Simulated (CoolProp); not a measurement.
Vapour-liquid equilibrium of dimethyl ether (1) + n-perfluorobutane (2) at 308.1 K; x and y are mole fractions of (1).

Values from CoolProp's multi-fluid Helmholtz-energy mixture model, Wu 2011 and Gao 2022; pair parameters Bell 2016.

| x | bubble pressure (MPa) | y at the bubble point | dew pressure at overall composition x (MPa) | liquid density (mol/L) |
|---|---|---|---|---|
| 0.05 | 0.4581 | 0.219 | 0.3816 | 6.272 |
| 0.2 | 0.7031 | 0.528 | 0.4482 | [?] |
| 0.35 | 0.8469 | 0.640 | 0.5401 | 7.416 |
| 0.5 | 0.9073 | 0.689 | [?] | 8.227 |
| 0.65 | 0.9272 | 0.717 | 0.8598 | 9.340 |
| 0.8 | 0.9271 | [?] | 0.9070 | 10.91 |
| 0.95 | 0.8553 | 0.883 | 0.8110 | 13.09 |

### Question
Fill in the missing entries.

### Answer

- 0.2, liquid density (mol/L): 6.791
- 0.5, dew pressure at overall composition x (MPa): 0.6724
- 0.8, y at the bubble point: 0.754

y crosses x between x = 0.65 and 0.8: the model has an azeotrope there.

The pair parameters rest on a limited set of measurements; away from them the model extrapolates. With so large a gap from Raoult's law the liquid may split in two, which this calculation doesn't test in full.
